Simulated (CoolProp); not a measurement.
Saturation properties of R124 (Tc = 395.4 K, pc = 3.624 MPa, ω = 0.288).

Computed with CoolProp (reference Helmholtz-energy equation of state, de Vries 1995).

```
T (K)  p (MPa)  liquid density (kg/m³)  vapour Z  surface tension (mN/m)  vapour viscosity (µPa s)
-----  -------  ----------------------  --------  ----------------------  ------------------------
267.8   0.1326                    1453    0.9479                    13.4                      11.6
279.2   0.2037                    1418    0.9298                    12.0                      12.1
290.6   0.3010                    1381    0.9081                    10.6                      12.6
302     0.4303                    1342    0.8825                    9.20                      13.1
313.4   0.5976                    1301    0.8526                    7.87                      13.7
324.8   0.8095                    1257    0.8181                    6.58                      14.3
336.3    1.075                    1208    0.7780                    5.32                      15.0
347.7    1.399                    1155    0.7319                    4.12                      15.9
359.1    1.789                    1094    0.6779                    2.97                      16.9
370.5    2.258                    1021    0.6128                    1.89                      18.4
```

It boils at 261.2 K under 1 atm.

Viscosity comes from a separate model (Bell 2016), an estimate that may be off by 10 % or more. Surface tension comes from a separate correlation (Mulero 2012).
